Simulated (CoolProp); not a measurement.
A simple Rankine cycle with cyclohexane: condensing at 304.15 K, boiler at 0.249 MPa, turbine inlet 392 K, turbine efficiency 0.75, pump efficiency 0.6, no recuperator. Each further row changes one setting.

The numbers come from the reference Helmholtz-energy equation of state, Zhou 2014 in CoolProp.

```
case                             thermal efficiency (%)  net work (kJ/kg)  heat in (kJ/kg)  turbine exit temperature (K)  volume ratio over the turbine
-------------------------------  ----------------------  ----------------  ---------------  ----------------------------  -----------------------------
as stated                                          13.4              69.1              514                         344.3                           13.7
turbine inlet 412 K                                13.3              73.5              551                         365.2                           13.7
condensing temperature 296.15 K                    14.7              77.6              529                         338.4                           19.3
boiler pressure 0.174 MPa                          11.8              61.2              517                         351.4                           9.58
turbine efficiency 0.65                            11.6              59.8              514                         350.4                           14.0
```
